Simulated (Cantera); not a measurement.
A closed system holds: 1 mol SiCl₄, 0.93 mol HCl, 0.33 mol H₂, held at 11.0 bar.

Cantera equilibrium calculation (NASA polynomials, part measured and part estimated; ideal gas, pure solids and liquids). Candidate condensed phases: Si; 19 gas species. The tables' values for SiCl₃ are old estimates; treat these amounts as uncertain. The numbers say what is thermodynamically allowed, not how fast it happens.

log p: log10 of the partial pressure in bar; nothing condenses.

```tsv
T (K)	log p SiCl₄	log p HCl	log p H₂	log p SiHCl₃	log p SiCl₃	log p SiCl₂
548	0.69	0.66	0.21	-4.91	<-10	<-10
623	0.69	0.66	0.21	-4.10	-9.35	<-10
698	0.69	0.66	0.21	-3.47	-7.75	<-10
773	0.69	0.66	0.21	?	-6.47	<-10
848	0.69	0.66	0.21	?	-5.42	?
923	0.69	0.66	0.20	-2.21	-4.54	-8.16
998	0.69	0.66	0.20	-1.93	-3.80	-6.90
1073	0.69	0.66	0.20	-1.68	-3.16	-5.81
1148	0.68	0.66	0.20	-1.48	-2.62	-4.87
1223	0.68	0.66	0.19	-1.30	-2.14	-4.06
1298	0.68	0.66	0.18	-1.15	-1.72	-3.35
1373	0.67	0.67	0.17	-1.02	-1.36	-2.73
```

Complete the blanks.


- 773, log p SiHCl₃: -2.96
- 848, log p SiHCl₃: -2.55
- 848, log p SiCl₂: -9.67
